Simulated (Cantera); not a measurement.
Input (Python, Cantera):

```python
import numpy as np
import cantera as ct

gas = ct.Solution("gri30.yaml")


def delay(T, t_max=10):
    gas.TPX = T, 1000000, {'CH4': 1, 'CO': 0.089, 'O2': 2.52, 'N2': 6.31}
    reactor = ct.IdealGasReactor(gas, clone=False)
    net = ct.ReactorNet([reactor])
    net.rtol, net.atol = 1e-8, 1e-16
    while net.time < t_max:
        t_old, T_old = net.time, reactor.T
        net.step()
        if reactor.T > T + 400:  # ignition: a rise of 400 K
            return t_old + (T + 400 - T_old) / (reactor.T - T_old) * (net.time - t_old)
    return np.nan


taus = []
for T in [1100, 1200, 1300, 1400, 1500, 1600, 1700]:
    taus.append(delay(T))
    print(f"T0 = {T:6g} K   tau = {taus[-1]:.4e} s")
```

Result:

```
T0 =   1100 K   tau = 1.3407e-02 s
T0 =   1200 K   tau = 3.2699e-03 s
T0 =   1300 K   tau = 9.5229e-04 s
T0 =   1400 K   tau = 3.1636e-04 s
T0 =   1500 K   tau = 1.1763e-04 s
T0 =   1600 K   tau = 4.8497e-05 s
T0 =   1700 K   tau = 2.2058e-05 s
```

Cantera simulation using GRI-Mech 3.0 (53 species, 325 reactions); the numbers are that mechanism's predictions, not measurements.
